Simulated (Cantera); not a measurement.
Gas-phase reforming

An isothermal, constant-pressure homogeneous reactor starts with CH4 : CO2 : H2 = 1 : 1 : 0.42 (molar parts), at 2100 K and 2.20 bar.

Cantera simulation using GRI-Mech 3.0 (53 species, 325 reactions); the numbers are that mechanism's predictions, not measurements.

```csv
t (s),x CH4,x CO2,x H2,x CO,x H2O,x CH2CO,x OH
0.000500,0.0180,0.0492,0.337,0.273,0.203,0.000173,9.11e-5
0.00107,0.0133,0.0321,0.364,0.311,0.179,0.000128,7.80e-5
0.00229,0.0109,0.0240,0.406,0.345,0.137,7.35e-5,5.57e-5
0.00489,0.00819,0.0163,0.449,0.379,0.0943,3.52e-5,3.60e-5
0.0105,0.00548,0.00996,0.486,0.407,0.0583,1.44e-5,2.12e-5
0.0224,0.00330,0.00557,0.512,0.427,0.0329,5.30e-6,1.16e-5
0.0478,0.00185,0.00291,0.528,0.439,0.0172,1.91e-6,5.98e-6
0.102,0.000998,0.00145,0.537,0.446,0.00861,7.32e-7,2.96e-6
0.219,0.000542,0.000701,0.542,0.449,0.00417,3.19e-7,1.43e-6
0.468,0.000306,0.000333,0.544,0.451,0.00199,1.60e-7,6.77e-7
1.00,0.000183,0.000158,0.545,0.451,0.000941,9.04e-8,3.21e-7
```
x: mole fraction; the columns are a selection and need not sum to one.

Equilibrium at this temperature and pressure: CH4 5.93e-5, CO2 2.62e-5, H2 0.546, CO 0.452, H2O 0.000157, CH2CO 2.85e-8, OH 5.33e-8 (gas phase only).
